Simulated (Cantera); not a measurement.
A Cantera script and what it prints.

```python
import numpy as np
import cantera as ct

gas_names = [...]  # 113 gases of nasa_gas.yaml made of C, H, O, Pb
cond_names = """
    C(gr) C6H6(L) C7H8(L) C8H18(L),n-octa H2O(s) H2O(L) Pb(cr) Pb(L) PbO(rd) PbO(yw) PbO(L) PbO2(s)
    Pb3O4(s)
""".split()


# ... load() reads the species with a 1 bar reference pressure and builds the phases ...
atoms = {
    'PbO': {'Pb': 1, 'O': 1},
    'CO': {'C': 1, 'O': 1},
    'H2': {'H': 2},
}
top_T = {'C(gr)': 4500, 'Pb3O4(s)': 820}  # K; cautious upper limits of use, not melting points


# ... equilibrate(T, P, feed) seeds the gas with the atoms and calls Mixture.equilibrate('TP', solver="vcs", rtol=1e-11, max_steps=5000) ...
results = []
feed = {'PbO': 1, 'CO': 0.23, 'H2': 1.3}  # mol
P = 48  # Pa
for T in [848, 898, 948, 998, 1048, 1098, 1148, 1198, 1248, 1298, 1348]:
    mix = equilibrate(T, P, feed)
    results.append((T, P, feed, dict(zip(mix.species_names, mix.species_moles))))
    x = sorted(zip(gas.X, gas.species_names), reverse=True)
    print(f"T = {T:g} K  P = {P:g} Pa  gas = {mix.phase_moles(0):.4g} mol")
    print("   x: " + "  ".join(f"{s} {v:.3e}" for v, s in x if v > 0.001))
    print("   condensed (mol): " + ("  ".join(f"{mix.phase(i).name} {mix.phase_moles(i):.4g}"
          for i in range(1, mix.n_phases) if mix.phase_moles(i) > 1e-12) or "none"))
```

It prints:

```
T = 848 K  P = 48 Pa  gas = 1.531 mol
   x: H2O 5.277e-01  H2 3.215e-01  CO2 1.255e-01  CO 2.473e-02
   condensed (mol): Pb(L) 0.999
T = 898 K  P = 48 Pa  gas = 1.534 mol
   x: H2O 5.323e-01  H2 3.150e-01  CO2 1.195e-01  CO 3.042e-02  Pb 2.698e-03
   condensed (mol): Pb(L) 0.9959
T = 948 K  P = 48 Pa  gas = 1.545 mol
   x: H2O 5.341e-01  H2 3.071e-01  CO2 1.129e-01  CO 3.590e-02  Pb 9.978e-03
   condensed (mol): Pb(L) 0.9846
T = 998 K  P = 48 Pa  gas = 1.581 mol
   x: H2O 5.275e-01  H2 2.947e-01  CO2 1.050e-01  CO 4.051e-02  Pb 3.227e-02
   condensed (mol): Pb(L) 0.949
T = 1048 K  P = 48 Pa  gas = 1.687 mol
   x: H2O 4.992e-01  H2 2.713e-01  CO2 9.351e-02  Pb 9.311e-02  CO 4.282e-02
   condensed (mol): Pb(L) 0.8429
T = 1098 K  P = 48 Pa  gas = 2.022 mol
   x: H2O 4.203e-01  Pb 2.433e-01  H2 2.226e-01  CO2 7.419e-02  CO 3.955e-02
   condensed (mol): Pb(L) 0.5079
T = 1148 K  P = 48 Pa  gas = 2.53 mol
   x: Pb 3.952e-01  H2O 3.388e-01  H2 1.750e-01  CO2 5.645e-02  CO 3.446e-02
   condensed (mol): none
T = 1198 K  P = 48 Pa  gas = 2.53 mol
   x: Pb 3.952e-01  H2O 3.414e-01  H2 1.724e-01  CO2 5.381e-02  CO 3.710e-02
   condensed (mol): none
T = 1248 K  P = 48 Pa  gas = 2.53 mol
   x: Pb 3.952e-01  H2O 3.438e-01  H2 1.700e-01  CO2 5.137e-02  CO 3.954e-02
   condensed (mol): none
T = 1298 K  P = 48 Pa  gas = 2.53 mol
   x: Pb 3.952e-01  H2O 3.461e-01  H2 1.678e-01  CO2 4.912e-02  CO 4.178e-02
   condensed (mol): none
T = 1348 K  P = 48 Pa  gas = 2.53 mol
   x: Pb 3.951e-01  H2O 3.481e-01  H2 1.657e-01  CO2 4.706e-02  CO 4.385e-02
   condensed (mol): none
```

Cantera equilibrium calculation (NASA polynomials, part measured and part estimated; ideal gas, pure solids and liquids).
